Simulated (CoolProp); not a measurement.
Vapour-liquid equilibrium of R114 (1) + n-heptane (2) at 66.15 °C; x and y are mole fractions of (1).

Values from CoolProp's multi-fluid Helmholtz-energy mixture model, Platzer 1990 and Span 2003; pair parameters Bell 2016. This equation is an older, rougher fit; its heat capacities, sound speeds and derivatives of the liquid may be far off and weren't checked against measurements.

Give the bubble pressure and the first vapour's composition at x = 0.35, 0.45, 0.65. Is there an azeotrope?

x = 0.35: 0.3113 MPa, y = 0.911; x = 0.45: 0.3710 MPa, y = 0.931; x = 0.65: 0.4754 MPa, y = 0.958. No azeotrope shows between x = 0.05 and 0.95.

The pair parameters rest on a limited set of measurements; away from them the model extrapolates.
